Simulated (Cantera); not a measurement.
Charge: 1 mol Si3N4, 0.21 mol CO2, 150 mol N2, 0.0033 mol H2O, held at 0.230 bar.

Cantera equilibrium calculation (NASA polynomials, part measured and part estimated; ideal gas, pure solids and liquids). Candidate condensed phases: C, C6H6, C7H8, C8H18, H2O, Si, SiC, SiO2, Si2N2O, Si3N4; 151 gas species. Mutual solubility and eutectic melting of coexisting phases are not modelled. The tables' values for SiN are old estimates; treat these amounts as uncertain. The numbers say what is thermodynamically allowed, not how fast it happens.

x: gas mole fraction; n: condensed amount in mol.

```json
[
 {"T (K)": "1598", "x N2": "0.999", "x SiO": "3.79e-6", "x CO": "0.00106", "x Si": "4.74e-9", "x H2": "1.78e-5", "x Si2N": "3.84e-11", "x SiN": "1.97e-9", "n SiC(s)": "0.0502", "n Si2N2O(s)": "0.264", "n Si3N4(s)": "0.807"},
 {"T (K)": "1648", "x N2": "0.999", "x SiO": "1.41e-5", "x CO": "0.00139", "x Si": "2.28e-8", "x H2": "1.82e-5", "x Si2N": "2.83e-10", "x SiN": "7.91e-9", "n SiC(s)": "0", "n Si2N2O(s)": "0.212", "n Si3N4(s)": "0.858"},
 {"T (K)": "1698", "x N2": "0.999", "x SiO": "4.83e-5", "x CO": "0.00139", "x Si": "9.99e-8", "x H2": "1.90e-5", "x Si2N": "1.85e-9", "x SiN": "2.92e-8", "n SiC(s)": "0", "n Si2N2O(s)": "0.207", "n Si3N4(s)": "0.860"},
 {"T (K)": "1748", "x N2": "0.998", "x SiO": "0.000154", "x CO": "0.00139", "x Si": "4.02e-7", "x H2": "1.93e-5", "x Si2N": "1.08e-8", "x SiN": "9.99e-8", "n SiC(s)": "0", "n Si2N2O(s)": "0.191", "n Si3N4(s)": "0.865"},
 {"T (K)": "1798", "x N2": "0.998", "x SiO": "(withheld)", "x CO": "0.00139", "x Si": "(withheld)", "x H2": "1.93e-5", "x Si2N": "(withheld)", "x SiN": "3.19e-7", "n SiC(s)": "0", "n Si2N2O(s)": "(withheld)", "n Si3N4(s)": "0.881"},
 {"T (K)": "1848", "x N2": "0.997", "x SiO": "0.00130", "x CO": "0.00139", "x Si": "5.16e-6", "x H2": "1.88e-5", "x Si2N": "2.75e-7", "x SiN": "9.53e-7", "n SiC(s)": "0", "n Si2N2O(s)": "0.0185", "n Si3N4(s)": "0.922"},
 {"T (K)": "1898", "x N2": "0.997", "x SiO": "0.00142", "x CO": "0.00139", "x Si": "(withheld)", "x H2": "(withheld)", "x Si2N": "(withheld)", "x SiN": "2.69e-6", "n SiC(s)": "0", "n Si2N2O(s)": "0", "n Si3N4(s)": "0.928"},
 {"T (K)": "1948", "x N2": "0.997", "x SiO": "0.00142", "x CO": "0.00139", "x Si": "5.07e-5", "x H2": "1.51e-5", "x Si2N": "4.97e-6", "x SiN": "7.18e-6", "n SiC(s)": "0", "n Si2N2O(s)": "0", "n Si3N4(s)": "0.925"},
 {"T (K)": "1998", "x N2": "0.997", "x SiO": "0.00185", "x CO": "0.000956", "x Si": "0.000146", "x H2": "1.37e-5", "x Si2N": "1.89e-5", "x SiN": "1.82e-5", "n SiC(s)": "0.0647", "n Si2N2O(s)": "0", "n Si3N4(s)": "0.875"}
]
```

Task: What belongs in the gaps?

Result: 
- 1898, x Si: 1.67e-5
- 1898, x H2: 1.73e-5
- 1898, x Si2N: 1.22e-6
- 1798, x SiO: 0.000461
- 1798, x Si: 1.49e-6
- 1798, x Si2N: 5.71e-8
- 1798, n Si2N2O(s): 0.144
